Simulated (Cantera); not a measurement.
What does this Cantera script print?

```python
import numpy as np
import cantera as ct

gas_names = """
    CL CL2 H HCL H2 N NH NH2 NH3 N2 N2H2 N2H4 Si SiCL SiCL2 SiCL3 SiCL4 SiH SiHCL3 SiH2 SiH2CL2 SiH3
    SiH3CL SiH4 SiN Si2 Si2N Si3
""".split()
cond_names = """
    NH4CL(a) NH4CL(b) Si(cr) Si(L) Si3N4(a)
""".split()


# ... load() reads the species with a 1 bar reference pressure and builds the phases ...
atoms = {
    'SiH2Cl2': {'Si': 1, 'H': 2, 'CL': 2},
    'HCl': {'H': 1, 'CL': 1},
    'N2': {'N': 2},
}
top_T = {'Si3N4(a)': 2400}  # K; cautious upper limits of use, not melting points


# ... equilibrate(T, P, feed) seeds the gas with the atoms and calls Mixture.equilibrate('TP', solver="vcs", rtol=1e-11, max_steps=5000) ...
results = []
feed = {'SiH2Cl2': 1, 'HCl': 0.035, 'N2': 41}  # mol
P = 580  # Pa
for T in [1150, 1200, 1250, 1300, 1350, 1400, 1450, 1500, 1550, 1600, 1650, 1700, 1750]:
    mix = equilibrate(T, P, feed)
    results.append((T, P, feed, dict(zip(mix.species_names, mix.species_moles))))

top = {s: max(r[3][s] / sum(r[3][g] for g in gas_names) for r in results) for s in gas_names}
cols = sorted((s for s in top if top[s] > 0.0001), key=lambda s: -top[s])[:7]
seen = [c for c in cond_names if any(r[3].get(c, 0) > 1e-12 for r in results)]
print("log10 of partial pressures in bar; condensed amounts in mol")
print(f"{'T/K':>10s}" + "".join(f"{s[:9]:>10s}" for s in cols + seen))
for T, P, feed, n in results:
    ng = sum(n[g] for g in gas_names)
    print(f"{T:10.4g}" + "".join(f"{np.log10(max(n[s] / ng * P / 1e5, 1e-99)):10.3f}" for s in cols)
          + "".join(f"{n.get(c, 0):10.4g}" for c in seen))
```

Output:

```
log10 of partial pressures in bar; condensed amounts in mol
       T/K        N2       HCL        H2     SiCL2     SiCL4     SiCL3         H  Si3N4(a)
      1150    -2.257    -3.661    -4.520    -6.453    -4.842    -6.167    -9.387    0.2957
      1200    -2.257    -3.659    -4.529    -5.941    -4.879    -5.881    -8.969    0.2951
      1250    -2.257    -3.659    -4.527    -5.486    -4.940    -5.640    -8.579    0.2917
      1300    -2.257    -3.665    -4.508    -5.094    -5.052    -5.460    -8.210    0.2835
      1350    -2.257    -3.680    -4.462    -4.778    -5.250    -5.363    -7.854    0.2683
      1400    -2.257    -3.708    -4.390    -4.545    -5.549    -5.361    -7.508     0.246
      1450    -2.258    -3.750    -4.304    -4.380    -5.931    -5.436    -7.176    0.2193
      1500    -2.258    -3.805    -4.221    -4.260    -6.355    -5.559    -6.865    0.1908
      1550    -2.258    -3.871    -4.150    -4.171    -6.796    -5.706    -6.577    0.1626
      1600    -2.258    -3.944    -4.092    -4.104    -7.239    -5.867    -6.311    0.1362
      1650    -2.258    -4.023    -4.046    -4.053    -7.679    -6.036    -6.065    0.1124
      1700    -2.258    -4.106    -4.010    -4.014    -8.110    -6.209    -5.837   0.09133
      1750    -2.258    -4.190    -3.983    -3.985    -8.530    -6.382    -5.625   0.07121
```

Cantera equilibrium calculation (NASA polynomials, part measured and part estimated; ideal gas, pure solids and liquids). N2 is the only nitrogen source here; it is nearly inert below about 1500 K, so the nitride shown seldom forms there in practice. The tables' values for SiCl3, SiCl are old estimates; treat these amounts as uncertain.
